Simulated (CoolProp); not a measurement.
Vapour pressure (kPa) of isobutene: the reference equation beside estimates from Tc = 418.1 K, pc = 4016 kPa, ω = 0.193.

Computed with CoolProp (reference Helmholtz-energy equation of state, Lemmon 2005). It is a short technical equation, of lower accuracy than the large ones.

```csv
T (K),reference,Lee-Kesler,van der Waals
207.2,4.615,4.457,105.1
215.5,8.039,7.779,136.7
223.9,13.43,13.04,175.1
232.2,21.38,20.83,220.0
240.5,32.78,32.09,272.3
248.8,48.65,47.83,332.6
257.1,70.10,69.22,401.5
265.5,98.79,97.95,480.4
273.8,135.4,134.8,568.0
282.1,181.8,181.5,665.6
290.4,239.5,239.7,773.6
298.7,310.1,311.0,892.6
```

Absolute difference from the reference over all 12 rows, mean and median: Lee-Kesler 1.6 and 1.5 %, van der Waals 756.7 and 528.2 %.
